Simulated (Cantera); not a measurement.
Adiabatic ignition

An adiabatic, constant-pressure homogeneous reactor starts with 6.07 % CH₄, 1.28 % C₂H₆, 2.00 % C₃H₈, 19.0 % O₂, 71.6 % N₂, equivalence ratio 1.4, at 1475 K and 0.220 bar.

Cantera simulation using GRI-Mech 3.0 (53 species, 325 reactions); the numbers are that mechanism's predictions, not measurements. GRI-Mech 3.0 was tuned for natural gas; its chemistry of propane as a main component is partial and can be far from experiment.

| t (s) | T (K) | x CH₄ | x C₂H₆ | x C₃H₈ | x C₂H₂ | x CH₃ | x CH₂O |
|---|---|---|---|---|---|---|---|
| 3.00e-6 | 1475 | 0.0607 | 0.0127 | 0.0200 | 6.16e-11 | 6.53e-5 | 1.09e-7 |
| 7.98e-6 | 1474 | 0.0607 | 0.0127 | 0.0199 | 1.96e-9 | 0.000197 | 1.40e-6 |
| 2.12e-5 | 1471 | 0.0606 | 0.0126 | 0.0196 | 5.27e-8 | 0.000597 | 2.80e-5 |
| 5.64e-5 | 1467 | 0.0602 | 0.0122 | 0.0184 | 1.38e-6 | 0.00161 | 0.000384 |
| 0.000150 | 1470 | 0.0581 | 0.0109 | 0.0141 | 3.27e-5 | 0.00273 | 0.00222 |
| 0.000399 | 2271 | 0.00322 | 1.99e-6 | 1.05e-9 | 0.00513 | 0.00411 | 0.000553 |
| 0.00106 | 2534 | <1e-12 | <1e-12 | <1e-12 | <1e-12 | <1e-12 | 2.98e-10 |
| 0.00282 | 2601 | <1e-12 | <1e-12 | <1e-12 | <1e-12 | <1e-12 | 3.61e-10 |
| 0.00751 | 2640 | <1e-12 | <1e-12 | <1e-12 | <1e-12 | <1e-12 | 4.24e-10 |
| 0.0200 | 2640 | <1e-12 | <1e-12 | <1e-12 | <1e-12 | <1e-12 | 4.34e-10 |
| 0.0531 | 2639 | <1e-12 | <1e-12 | <1e-12 | <1e-12 | <1e-12 | 4.35e-10 |
| 0.141 | 2639 | <1e-12 | <1e-12 | <1e-12 | <1e-12 | <1e-12 | 4.35e-10 |
| 0.376 | 2639 | <1e-12 | <1e-12 | <1e-12 | <1e-12 | <1e-12 | 4.35e-10 |
| 1.00 | 2639 | <1e-12 | <1e-12 | <1e-12 | <1e-12 | <1e-12 | 4.35e-10 |
x: mole fraction; the columns are a selection and need not sum to one.

The time of steepest temperature rise comes out as 0.400 ms and the temperature at 1.00 s is 2639 K. The equilibrium temperature is 2639 K and the x(CH₄) at 1.00 s is <1e-12 (gas-phase equilibrium <1e-12). The x(C₂H₆) at 1.00 s is <1e-12 (gas-phase equilibrium <1e-12) and the x(C₃H₈) at 1.00 s comes out as <1e-12 (gas-phase equilibrium <1e-12).
